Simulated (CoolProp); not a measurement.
A simple Rankine cycle with n-perfluorohexane: condensing at 319.15 K, boiler at 1.49 MPa, turbine inlet 449 K, turbine efficiency 0.75, pump efficiency 0.6, no recuperator. Each further row changes one setting.

Model: reference Helmholtz-energy equation of state, Gao 2022, in CoolProp.

| case | thermal efficiency (%) | net work (kJ/kg) | heat in (kJ/kg) | turbine exit temperature (K) | volume ratio over the turbine |
|---|---|---|---|---|---|
| as stated | 10.2 | 19.4 | 190 | 409.4 | 34.0 |
| condensing temperature 311.15 K | 10.9 | 21.6 | 198 | 406.9 | 46.0 |
| boiler pressure 1.04 MPa | 9.4 | 18.6 | 198 | 419.2 | 18.7 |
| turbine efficiency 0.65 | 8.8 | 16.6 | 190 | 412.2 | 34.2 |
